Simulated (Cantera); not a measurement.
An isothermal, constant-pressure homogeneous reactor starts with CO : O2 : H2O : N2 = 0.021 : 0.0021 : 0.00017 : 1 (molar parts), at 1425 K and 510 Torr.

Detailed kinetics in Cantera: GRI-Mech 3.0 (53 species, 325 reactions).

x: mole fraction; the columns are a selection and need not sum to one.

| t (s) | x CO | x O2 | x H2O | x NO | x O | x NO2 | x OH |
|---|---|---|---|---|---|---|---|
| 0.000900 | 0.0205 | 0.00205 | 0.000166 | <1e-12 | 2.53e-8 | <1e-12 | 2.45e-10 |
| 0.00244 | 0.0205 | 0.00205 | 0.000166 | <1e-12 | 9.57e-8 | <1e-12 | 1.80e-9 |
| 0.00659 | 0.0205 | 0.00205 | 0.000166 | 8.31e-12 | ___ | <1e-12 | ___ |
| 0.0178 | 0.0189 | 0.000974 | 6.50e-5 | 2.67e-7 | 0.000656 | 1.59e-10 | 7.89e-6 |
| 0.0483 | 0.0164 | 1.96e-5 | 9.33e-6 | 3.36e-6 | 6.20e-5 | 1.43e-10 | 3.60e-6 |
| 0.131 | 0.0163 | 3.18e-7 | 4.26e-5 | 3.39e-6 | 1.08e-6 | 7.73e-12 | 1.16e-6 |
| 0.353 | 0.0163 | ___ | 5.54e-5 | 3.16e-6 | ___ | 1.89e-12 | ___ |
| 0.956 | 0.0163 | 2.73e-9 | 5.95e-5 | 2.78e-6 | 9.22e-9 | <1e-12 | 1.21e-7 |
| 2.59 | 0.0163 | 2.91e-10 | 6.08e-5 | 2.33e-6 | 9.74e-10 | <1e-12 | 3.91e-8 |
| 7.00 | 0.0163 | 3.72e-11 | 6.13e-5 | 1.89e-6 | 1.25e-10 | <1e-12 | 1.32e-8 |

Task: Fill in the missing entries.

Result: 
- 0.00659, x O: 1.80e-6
- 0.00659, x OH: 4.51e-8
- 0.353, x O2: 2.65e-8
- 0.353, x O: 9.03e-8
- 0.353, x OH: 3.71e-7
